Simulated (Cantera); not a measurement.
A closed system holds: 1 mol HMDSO, a varied amount of NO, 0.47 mol O3, at 1823.15 K and 0.0150 bar.

Cantera equilibrium calculation (NASA polynomials, part measured and part estimated; ideal gas, pure solids and liquids). Candidate condensed phases: C, C6H6, C7H8, C8H18, H2O, Si, SiC, SiO2, Si2N2O, Si3N4; 151 gas species. The feed counts by its element totals alone. The tables hold silica as quartz up to 1696 K and as liquid above; real silica turns to tridymite and cristobalite and melts near 1996 K. Kinetics and transport are ignored.

x: gas mole fraction; n: condensed amount in mol.

| n(NO) (mol) | x H2 | x CO | x N2 | x H2O | x SiO | x CO2 | n SiC(s) | n SiO2(condensed) |
|---|---|---|---|---|---|---|---|---|
| 2.5 | 0.591 | 0.293 | 0.0821 | 2.76e-6 | 0.0301 | 3.50e-7 | [?] | 0 |
| 2.9 | 0.569 | 0.295 | 0.0917 | 3.12e-6 | 0.0417 | 4.14e-7 | [?] | 0 |
| 3.3 | 0.548 | 0.296 | 0.101 | 3.38e-6 | 0.0523 | 4.67e-7 | [?] | 0 |
| 3.7 | 0.529 | 0.298 | 0.109 | 3.57e-6 | 0.0622 | 5.13e-7 | [?] | 0 |
| 4.2 | 0.506 | 0.299 | 0.118 | 3.72e-6 | 0.0737 | 5.63e-7 | [?] | 0 |
| 4.8 | 0.482 | 0.301 | 0.129 | 3.84e-6 | 0.0862 | 6.14e-7 | [?] | 0 |
| 5.5 | 0.456 | 0.302 | 0.140 | 3.92e-6 | 0.0994 | 6.65e-7 | [?] | 0 |
| 6.2 | 0.458 | 0.307 | 0.159 | 0.00144 | 0.0728 | 0.000246 | 0 | 0.577 |
| 7.1 | 0.465 | 0.313 | 0.185 | 0.00357 | 0.0298 | 0.000613 | 0 | 1.43 |
| 8.1 | 0.443 | 0.309 | 0.212 | 0.0259 | 0.00390 | 0.00462 | 0 | 1.93 |
| 9.2 | 0.387 | 0.292 | 0.234 | 0.0697 | 0.00127 | 0.0134 | 0 | 1.98 |
| 10 | 0.348 | 0.279 | 0.250 | 0.100 | 0.000790 | 0.0206 | 0 | 1.98 |
| 12 | 0.258 | 0.244 | 0.285 | 0.169 | 0.000349 | 0.0409 | 0 | 1.99 |

Task: What belongs in the gaps?

Result: 
- 2.5, n SiC(s): 1.54
- 2.9, n SiC(s): 1.34
- 3.3, n SiC(s): 1.14
- 3.7, n SiC(s): 0.942
- 4.2, n SiC(s): 0.692
- 4.8, n SiC(s): 0.392
- 5.5, n SiC(s): 0.0419
